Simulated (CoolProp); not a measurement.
Vapour-liquid equilibrium of dimethyl ether (1) + n-perfluorobutane (2) at 316.8 K; x and y are mole fractions of (1).

The numbers come from the multi-fluid Helmholtz-energy mixture model, Wu 2011 and Gao 2022; pair parameters Bell 2016 in CoolProp.

| x | bubble pressure, mixture model (MPa) | bubble pressure, Raoult's law (MPa) | y, mixture model | y, Raoult's law |
|---|---|---|---|---|
| 0.05 | 0.5753 | 0.4924 | 0.198 | 0.099 |
| 0.125 | 0.7294 | 0.5307 | 0.386 | 0.230 |
| 0.2 | 0.8614 | 0.5689 | 0.499 | 0.343 |
| 0.275 | 0.9646 | 0.6072 | 0.571 | 0.443 |
| 0.35 | 1.039 | 0.6455 | 0.619 | 0.530 |
| 0.425 | 1.090 | 0.6837 | 0.652 | 0.607 |
| 0.5 | 1.122 | 0.7220 | 0.676 | 0.677 |
| 0.575 | 1.142 | 0.7602 | 0.695 | 0.739 |
| 0.65 | 1.153 | 0.7985 | 0.713 | 0.795 |
| 0.725 | 1.158 | 0.8368 | 0.732 | 0.847 |
| 0.8 | 1.154 | 0.8750 | 0.758 | 0.893 |
| 0.875 | 1.131 | 0.9133 | 0.803 | 0.936 |
| 0.95 | 1.066 | 0.9515 | 0.890 | 0.975 |

The largest gap from Raoult's law is +61.0 % in bubble pressure, at x = 0.35. y crosses x between x = 0.725 and 0.8: the model has an azeotrope there.

The pair parameters rest on a limited set of measurements; away from them the model extrapolates. With so large a gap from Raoult's law the liquid may split in two, which this calculation doesn't test in full.
